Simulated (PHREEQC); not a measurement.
0.016 g of hydrous ferric oxide (600 m²/g; 0.2 weak and 0.005 strong sites per Fe, Dzombak-Morel constants, diffuse double layer) in 1 kg of water with 0.05 mol/kgw of an inert sodium salt, at 25 °C; the pH is set by adding NaOH or the inert anion's acid. Oxygen is held at 0.21 atm. The system is closed to CO2. Precipitation was switched off in this run.

All values are PHREEQC results (ion-association model, wateq4f.dat), not measurements.

```json
[
 {"pH": "4", "surface charge σ (C/m²)": "0.294", "surface potential ψ (mV)": "160"},
 {"pH": "4.5", "surface charge σ (C/m²)": "0.238", "surface potential ψ (mV)": "[?]"},
 {"pH": "5", "surface charge σ (C/m²)": "0.181", "surface potential ψ (mV)": "135"},
 {"pH": "5.5", "surface charge σ (C/m²)": "0.130", "surface potential ψ (mV)": "118"},
 {"pH": "6", "surface charge σ (C/m²)": "0.089", "surface potential ψ (mV)": "99"},
 {"pH": "6.5", "surface charge σ (C/m²)": "[?]", "surface potential ψ (mV)": "78"},
 {"pH": "7", "surface charge σ (C/m²)": "0.034", "surface potential ψ (mV)": "56"},
 {"pH": "7.5", "surface charge σ (C/m²)": "[?]", "surface potential ψ (mV)": "31"},
 {"pH": "8", "surface charge σ (C/m²)": "0.003", "surface potential ψ (mV)": "6"},
 {"pH": "8.5", "surface charge σ (C/m²)": "[?]", "surface potential ψ (mV)": "-20"},
 {"pH": "9", "surface charge σ (C/m²)": "-0.026", "surface potential ψ (mV)": "-45"},
 {"pH": "9.5", "surface charge σ (C/m²)": "-0.046", "surface potential ψ (mV)": "[?]"},
 {"pH": "10", "surface charge σ (C/m²)": "-0.074", "surface potential ψ (mV)": "-90"}
]
```

Q: What belongs in the gaps?

A: 
- 4.5, surface potential ψ (mV): 149
- 6.5, surface charge σ (C/m²): 0.057
- 7.5, surface charge σ (C/m²): 0.017
- 8.5, surface charge σ (C/m²): -0.010
- 9.5, surface potential ψ (mV): -69
